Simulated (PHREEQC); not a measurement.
Dissolve 27 mmol/kgw HF and 24 mmol/kgw NaF at 20 °C. Closed to the air; pH follows from the charge balance.

Computed with PHREEQC (ion-association model, phreeqc.dat).

Each row changes one thing in this solution. This is a speciation only: nothing precipitates in the calculation.

| case | pH | ionic strength (mol/kgw) | HF (mol/kgw) | F- (mol/kgw) | HF2- (mol/kgw) | NaF (mol/kgw) |
|---|---|---|---|---|---|---|
| as made | 3.04 | 0.0248 | 0.0240 | 0.0228 | 0.00201 | 0.000229 |
| 0.00081 mol/kgw Li2SO4 added | 3.04 | 0.0271 | 0.0239 | 0.0228 | 0.00201 | 0.000226 |
| NaF from 0.024 to 0.0264 mol/kgw | 3.08 | 0.0271 | 0.0239 | 0.0249 | 0.00219 | 0.000272 |
| diluted 10-fold with water | 3.26 | 0.00298 | 0.00210 | 0.00295 | 2.28e-5 | 3.62e-6 |
| diluted 100-fold with water | 3.77 | 0.000415 | 9.50e-5 | 0.000415 | 1.45e-7 | 5.47e-8 |
